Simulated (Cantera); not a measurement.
An isothermal, constant-pressure homogeneous reactor starts with H2 : O2 : N2 = 0.19 : 1 : 0.81 (molar parts), equivalence ratio 0.095, at 1148 K and 1330 Pa.

Cantera simulation using GRI-Mech 3.0 (53 species, 325 reactions); the numbers are that mechanism's predictions, not measurements. Radical loss at walls, strong at low pressure, is not modelled. The temperature is held fixed by assumption; the heat of reaction is taken as removed at once.

One state of this run: x H2 = 2.51e-5; x O2 = 0.475; x H = 1.37e-5; x OH = 0.000349; x HO2 = 6.29e-7; x O = 0.000218. x: mole fraction; the columns are a selection and need not sum to one.

Q: Which value of t (s) does it belong to?
(A) 0.319
(B) 0.173
(C) 0.0149
(D) 0.0276

A: A, 0.319
